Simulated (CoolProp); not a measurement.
CHF3 (R23) along the isobar 6.81 MPa: fugacity coefficient from the reference equation and from simpler models built on Tc = 299.3 K, pc = 4.832 MPa, ω = 0.263; each cubic takes its own stable root.

Model: reference Helmholtz-energy equation of state, Penoncello 2003, in CoolProp.

| T (K) | phase | reference | Redlich-Kwong | Peng-Robinson |
|---|---|---|---|---|
| 232.5 | liquid | 0.1052 | 0.1491 | 0.1074 |
| 251.7 | liquid | 0.1867 | 0.2385 | 0.1910 |
| 271 | liquid | 0.2961 | 0.3461 | 0.3024 |
| 290.2 | liquid | 0.4261 | 0.4622 | 0.4319 |
| 309.5 | supercritical | 0.5626 | 0.5748 | 0.5610 |
| 328.7 | supercritical | 0.6609 | 0.6595 | 0.6522 |
| 348 | supercritical | 0.7252 | 0.7172 | 0.7153 |
| 367.2 | supercritical | 0.7740 | 0.7612 | 0.7644 |
| 386.5 | supercritical | ? | 0.7969 | 0.8045 |
| 405.7 | supercritical | 0.8447 | 0.8261 | 0.8374 |
| 425 | supercritical | 0.8710 | ? | ? |
| 444.2 | supercritical | 0.8928 | 0.8711 | 0.8881 |
| 463.5 | supercritical | 0.9113 | 0.8887 | 0.9077 |

### Question
Some entries are withheld; supply them.

### Answer

- 386.5, reference: 0.8130
- 425, Redlich-Kwong: 0.8506
- 425, Peng-Robinson: 0.8650
